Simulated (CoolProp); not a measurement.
The fluid at 439.23 K and 5.12 MPa flows at 17 m/s in a round tube of 25 mm bore and 1.5 µm roughness, fully developed (64/Re and Nu = 3.66 if laminar; Colebrook and Gnielinski if turbulent). The same conditions are run with several fluids, on thermodynamics alone (safety and materials aside).

Computed with CoolProp (reference Helmholtz-energy equation of state of each fluid (methane: Setzmann 1991; R407C: Lemmon 2003; R404A: Lemmon 2003; ethane: Bücker 2006; propane: Lemmon 2009)). Blends and air are pseudo-pure fits.

| fluid | Reynolds number | Darcy friction factor | pressure drop (Pa/m) | heat-transfer coefficient (W/(m² K)) | mass flow (kg/h) |
|---|---|---|---|---|---|
| methane | 603000 | ? | 1790 | 2010 | 682 |
| R407C | 2940000 | 0.0117 | ? | 4940 | 4560 |
| R404A | 3370000 | 0.0116 | ? | 5740 | 5210 |
| ethane | 1360000 | ? | 3380 | 3420 | 1410 |
| propane | 2440000 | 0.0119 | ? | 6180 | ? |

**Question.** Fill in the missing entries.

**Answer.** 
- methane, Darcy friction factor: 0.0136
- R407C, pressure drop (Pa/m): 10300
- R404A, pressure drop (Pa/m): 11700
- ethane, Darcy friction factor: 0.0124
- propane, pressure drop (Pa/m): 5730
- propane, mass flow (kg/h): 2510

Transport values come from each fluid's own correlations.
